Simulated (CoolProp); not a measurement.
A single-stage vapour-compression cycle with nitrous oxide: evaporating at 203.15 K (dew point), condensing at 258.15 K (bubble point), superheat 8 K, subcooling 2 K, compressor efficiency 0.65, no pressure losses. Each further row changes one setting.

Values from CoolProp's reference Helmholtz-energy equation of state, Lemmon 2006. It is a short technical equation, of lower accuracy than the large ones.

```
case                              cooling COP  pressure ratio  discharge temperature (K)  refrigerating effect (kJ/kg)  volumetric capacity (kJ/m³)
--------------------------------  -----------  --------------  -------------------------  ----------------------------  ---------------------------
as stated                                1.74            7.63                      389.9                           262                         1870
evaporating temperature 208.15 K            ?            6.04                          ?                           264                            ?
condensing temperature 253.15 K          1.98               ?                      375.3                           272                         1940
subcooling 7 K                           1.81            7.63                      389.9                           272                         1940
superheat 18 K                              ?            7.63                      406.0                           270                            ?
compressor efficiency 0.55               1.47            7.63                          ?                           262                         1870
```

Question: Fill in the missing entries.

Answer: 
- evaporating temperature 208.15 K, cooling COP: 2.02
- evaporating temperature 208.15 K, discharge temperature (K): 373.7
- evaporating temperature 208.15 K, volumetric capacity (kJ/m³): 2360
- condensing temperature 253.15 K, pressure ratio: 6.59
- superheat 18 K, cooling COP: 1.71
- superheat 18 K, volumetric capacity (kJ/m³): 1830
- compressor efficiency 0.55, discharge temperature (K): 416.5
